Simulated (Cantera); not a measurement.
Cantera run:

```python
import numpy as np
import cantera as ct

gas_names = [...]  # 110 gases of nasa_gas.yaml made of C, H, O
cond_names = """
    C(gr) C6H6(L) C7H8(L) C8H18(L),n-octa H2O(s) H2O(L)
""".split()


# ... load() reads the species with a 1 bar reference pressure and builds the phases ...
atoms = {
    'C3H6': {'C': 3, 'H': 6},
    'H2O': {'H': 2, 'O': 1},
    'H2': {'H': 2},
}
top_T = {'C(gr)': 4500}  # K; cautious upper limits of use, not melting points


# ... equilibrate(T, P, feed) seeds the gas with the atoms and calls Mixture.equilibrate('TP', solver="vcs", rtol=1e-11, max_steps=5000) ...
results = []
T = 1200  # K
P = 23000  # Pa
for m in [0.29, 0.45, 0.71, 1.1, 1.8, 2.8, 4.3]:
    feed = {'C3H6': 1, 'H2O': m, 'H2': 2}  # mol
    mix = equilibrate(T, P, feed)
    results.append((T, P, feed, dict(zip(mix.species_names, mix.species_moles))))

top = {s: max(r[3][s] / sum(r[3][g] for g in gas_names) for r in results) for s in gas_names}
cols = sorted((s for s in top if top[s] > 0.001), key=lambda s: -top[s])[:6]
seen = [c for c in cond_names if any(r[3].get(c, 0) > 1e-12 for r in results)]
print("log10 of partial pressures in bar; condensed amounts in mol")
print(f"{'n(H2O)':>10s}" + "".join(f"{s[:9]:>10s}" for s in cols + seen))
for T, P, feed, n in results:
    ng = sum(n[g] for g in gas_names)
    print(f"{feed['H2O']:10.4g}" + "".join(f"{np.log10(max(n[s] / ng * P / 1e5, 1e-99)):10.3f}" for s in cols)
          + "".join(f"{n.get(c, 0):10.4g}" for c in seen))
```

It prints:

```
log10 of partial pressures in bar; condensed amounts in mol
    n(H2O)        H2        CO       H2O       CO2       CH4     C(gr)
      0.29    -0.663    -1.924    -4.172    -5.571    -3.127     2.694
      0.45    -0.674    -1.757    -4.017    -5.238    -3.150     2.535
      0.71    -0.691    -1.596    -3.872    -4.915    -3.183     2.276
       1.1    -0.712    -1.455    -3.753    -4.634    -3.225     1.888
       1.8    -0.742    -1.319    -3.646    -4.361    -3.285     1.191
       2.8    -0.773    -1.218    -3.577    -4.159    -3.347    0.1947
       4.3    -0.812    -1.289    -1.708    -2.324    -5.403         0
```

Equilibrium computed with Cantera from the NASA thermochemical tables; the gas is ideal and each condensed phase is pure.
